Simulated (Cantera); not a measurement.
Feed: 1 mol c-C4F8, 0.1 mol F2, held at 10.0 Torr.

Cantera equilibrium calculation (NASA polynomials, part measured and part estimated; ideal gas, pure solids and liquids). Candidate condensed phases: C; 13 gas species. The feed counts by its element totals alone. The tables' values for C2F4 are old estimates; treat these amounts as uncertain. Gases not in the tables: C2F6 and larger saturated fluorocarbons. The numbers say what is thermodynamically allowed, not how fast it happens.

x: gas mole fraction; n: condensed amount in mol.

```csv
T (K),x CF4,x F,x CF2,x CF,x CF3,x C3,n C(graphite)
1323,1.000,1.69e-6,1.84e-5,4.53e-11,8.08e-6,<1e-12,1.95
1523,0.999,7.37e-5,0.000519,1.49e-8,0.000121,<1e-12,1.95
1723,0.991,0.00134,0.00663,1.26e-6,0.000960,<1e-12,1.94
1923,0.934,…,…,…,…,…,1.90
2123,…,…,…,…,…,…,…
2323,0.232,0.283,0.460,0.00514,0.0186,1.91e-6,1.32
2523,0.0187,0.556,0.399,0.0195,0.00704,5.31e-5,1.52
2723,0.000725,0.749,0.202,0.0457,0.00134,0.000893,2.28
2923,2.30e-5,0.825,0.0809,0.0810,0.000196,0.0101,2.49
```

Problem. Some entries are withheld; supply them.

Solution. 
- 1923, x F: 0.0132
- 1923, x CF2: 0.0480
- 1923, x CF: 4.12e-5
- 1923, x CF3: 0.00472
- 1923, x C3: 2.89e-10
- 2123, x CF4: 0.696
- 2123, x F: 0.0794
- 2123, x CF2: 0.210
- 2123, x CF: 0.000652
- 2123, x CF3: 0.0142
- 2123, x C3: 3.59e-8
- 2123, n C(graphite): 1.73
